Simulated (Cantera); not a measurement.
A Cantera script and its output.

```python
import numpy as np
import cantera as ct

surf = ct.Interface("ptcombust.yaml", "Pt_surf")
gas = surf.adjacent["gas"]
gas.TPX = 600, 220000, {'H2': 0.0097, 'O2': 0.019, 'N2': 0.79}
surf.TP = 600, 220000
reactor = ct.FlowReactor(gas, clone=False)
reactor.area = 0.0001  # m2
reactor.surface_area_to_volume_ratio = 310  # 1/m
reactor.mass_flow_rate = 1.1 * reactor.area * gas.density  # inlet velocity 1.1 m/s
reactor.energy_enabled = False
wall = ct.ReactorSurface(surf, reactor, clone=False)
net = ct.ReactorNet([reactor])
net.rtol, net.atol = 1e-8, 1e-16
show, cover = ['H2', 'O2', 'H2O'], ['PT(S)', 'H(S)', 'O(S)', 'OH(S)', 'CO(S)', 'C(S)']

rows = []
print(f"{'z/m':>9s}{'u/(m/s)':>9s}" + "".join(f"{s:>13s}" for s in show + cover))
for z in [0.00011, 0.00023, 0.00049, 0.0011, 0.0023, 0.0049, 0.011]:
    net.advance(z)
    rows.append([reactor.speed, *gas[show].X, *surf[cover].coverages])
    print(f"{z:9.4g}{rows[-1][0]:9.3g}" + "".join(f"{x:13.4e}" for x in rows[-1][1:]))
```

It prints:

```
      z/m  u/(m/s)           H2           O2          H2O        PT(S)         H(S)         O(S)        OH(S)        CO(S)         C(S)
  0.00011      1.1   6.5069e-03   2.0583e-02   5.3730e-03   5.1871e-01   7.8966e-07   4.5142e-01   2.9589e-02  -1.1423e-24   1.3741e-29
  0.00023      1.1   4.2382e-03   1.9469e-02   7.6552e-03   3.5719e-01   2.7661e-07   6.1311e-01   2.9447e-02   4.1404e-25  -5.6841e-29
  0.00049     1.09   2.3568e-03   1.8544e-02   9.5478e-03   2.0854e-01   7.8808e-08   7.6507e-01   2.6222e-02   5.2048e-24   1.0589e-27
   0.0011     1.09   1.1299e-03   1.7942e-02   1.0782e-02   1.0333e-01   1.8647e-08   8.7619e-01   2.0382e-02   2.6396e-24   5.6958e-28
   0.0023     1.09   5.5159e-04   1.7657e-02   1.1364e-02   5.1270e-02   4.9308e-09   9.3363e-01   1.5047e-02   2.1925e-26   4.7027e-30
   0.0049     1.09   2.5984e-04   1.7514e-02   1.1657e-02   2.4388e-02   1.2895e-09   9.6496e-01   1.0632e-02  -2.0048e-25  -6.3510e-29
    0.011     1.09   1.1525e-04   1.7443e-02   1.1803e-02   1.0968e-02   3.2147e-10   9.8180e-01   7.2196e-03   4.6999e-23   1.0523e-26
```

Detailed kinetics in Cantera: Deutschmann's 1995 Pt surface mechanism with GRI-Mech 3.0 gas chemistry. Catalytic surfaces can have several steady states; this one follows from the mechanism file's or the stated starting coverage. Mass transfer to the wall is taken as infinitely fast.
